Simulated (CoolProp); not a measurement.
A simple Rankine cycle with isohexane: condensing at 319.15 K, boiler at 0.725 MPa, turbine inlet 413.8 K, turbine efficiency 0.6, pump efficiency 0.6, no recuperator. Each further row changes one setting.

Values from CoolProp's reference Helmholtz-energy equation of state, Lemmon 2006. It is a short technical equation, of lower accuracy than the large ones.

| case | thermal efficiency (%) | net work (kJ/kg) | heat in (kJ/kg) | turbine exit temperature (K) | volume ratio over the turbine |
|---|---|---|---|---|---|
| as stated | 9.8 | 48.7 | 496 | 378.7 | 12.7 |
| turbine inlet 433.8 K | 9.6 | … | 545 | 400.2 | 12.3 |
| condensing temperature 311.15 K | … | 54.6 | 515 | 375.5 | … |
| boiler pressure 0.507 MPa | 8.6 | 43.5 | 506 | 385.9 | 8.40 |
| turbine efficiency 0.5 | 8.1 | 40.3 | 496 | 382.8 | 12.9 |

### Question
Fill in the missing entries.

### Answer

- turbine inlet 433.8 K, net work (kJ/kg): 52.2
- condensing temperature 311.15 K, thermal efficiency (%): 10.6
- condensing temperature 311.15 K, volume ratio over the turbine: 16.9
